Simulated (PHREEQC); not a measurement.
A column of 0.5 m (40 cells, dispersivity 0.018 m, 720 s a shift, diffusion coefficient 3e-10 m²/s) holds 0.0029 eq of the database's cation exchanger X per kg of pore water, first in equilibrium with 0.0017 mol MnCl2 and 1e-05 mol HCl per kg of water. It is flushed with 0.97 mmol/kgw ZnSO4, 0.34 mmol/kgw CuCl2 and 0.01 mmol/kgw HCl, at 40 °C. Values are for the last cell. No CO2 enters from the air. No solid was allowed to form.

All values are PHREEQC results (ion-association model, phreeqc.dat), not measurements.

```csv
pore volumes,S in solution (mol/kgw),Zn in solution (mol/kgw),Cu in solution (mol/kgw),Mn in solution (mol/kgw),Cl in solution (mol/kgw)
0,0,0,0,0.00170,0.00341
0.1625,0,0,0,0.00170,0.00341
0.4625,2.07e-6,5.06e-14,7.16e-12,0.00170,0.00340
0.6125,4.05e-5,6.61e-11,2.76e-9,0.00168,0.00330
0.9125,0.000404,7.28e-8,7.27e-7,0.00154,0.00228
1.062,0.000622,5.41e-7,3.36e-6,0.00145,0.00167
1.212,0.000780,2.62e-6,1.08e-5,0.00137,0.00122
1.512,0.000926,2.89e-5,5.76e-5,0.00124,0.000813
1.663,0.000951,7.26e-5,0.000105,0.00114,0.000744
1.812,0.000962,0.000155,0.000165,0.000994,0.000713
2.112,0.000969,0.000426,0.000283,0.000602,0.000694
2.263,0.000969,0.000572,0.000319,0.000419,0.000691
2.413,0.000970,0.000694,0.000340,0.000277,0.000691
2.712,0.000970,0.000849,0.000351,0.000110,0.000690
2.862,0.000970,0.000892,0.000351,6.71e-5,0.000690
3.163,0.000970,0.000939,0.000347,2.44e-5,0.000690
3.312,0.000970,0.000950,0.000345,1.45e-5,0.000690
3.462,0.000970,0.000958,0.000344,8.63e-6,0.000690
3.763,0.000970,0.000965,0.000342,3.00e-6,0.000690
3.913,0.000970,0.000967,0.000341,1.77e-6,0.000690
4.213,0.000970,0.000969,0.000341,6.04e-7,0.000690
4.362,0.000970,0.000969,0.000340,3.53e-7,0.000690
4.513,0.000970,0.000970,0.000340,2.05e-7,0.000690
4.812,0.000970,0.000970,0.000340,6.93e-8,0.000690
4.963,0.000970,0.000970,0.000340,4.01e-8,0.000690
```

Species that the database lacks are ignored. At this temperature some constants are extrapolated from 25 °C, and those without enthalpy data are left unchanged.
